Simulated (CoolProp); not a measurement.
Vapour-liquid equilibrium of acetone (1) + cyclohexane (2) at 0.542 bar; x and y are mole fractions of (1).

Computed with CoolProp (multi-fluid Helmholtz-energy mixture model, Lemmon 2006 and Zhou 2014; pair parameters Bell 2016).

| x | bubble temperature (K) | y at the bubble point | dew temperature at overall composition x (K) | liquid density (mol/L) |
|---|---|---|---|---|
| 0.05 | 323.3 | 0.350 | 333.0 | 9.026 |
| 0.15 | 314.4 | 0.567 | 330.0 | 9.391 |
| 0.25 | 311.5 | 0.630 | 326.8 | 9.717 |
| 0.35 | 310.5 | 0.655 | 323.3 | 10.05 |
| 0.45 | 310.1 | 0.670 | 319.4 | 10.42 |
| 0.55 | 309.7 | 0.685 | 315.2 | 10.83 |
| 0.65 | 309.5 | 0.706 | 310.7 | 11.28 |
| 0.75 | 309.4 | 0.741 | 309.4 | 11.78 |
| 0.85 | 309.7 | 0.803 | 310.2 | 12.33 |
| 0.95 | 310.9 | 0.913 | 311.4 | 12.93 |

y crosses x between x = 0.65 and 0.75: the model has an azeotrope there.

Pair parameters are fitted to limited data, so mixtures are less certain than the pure fluids. With so large a gap from Raoult's law the liquid may split in two, which this calculation doesn't test in full.
